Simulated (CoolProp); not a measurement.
Vapour-liquid equilibrium of carbon dioxide (1) + CHF3 (R23) (2) at -31.25 °C; x and y are mole fractions of (1).

Values from CoolProp's multi-fluid Helmholtz-energy mixture model, Span 1996 and Penoncello 2003; pair parameters Bell 2016.

Task: Give the bubble pressure and the first vapour's composition at x = 0.05, 0.5, 0.95. Is there an azeotrope?

Result: x = 0.05: 0.9935 MPa, y = 0.071; x = 0.5: 1.220 MPa, y = 0.574; x = 0.95: 1.360 MPa, y = 0.955. No azeotrope shows between x = 0.05 and 0.95.

Pair parameters are fitted to limited data, so mixtures are less certain than the pure fluids.
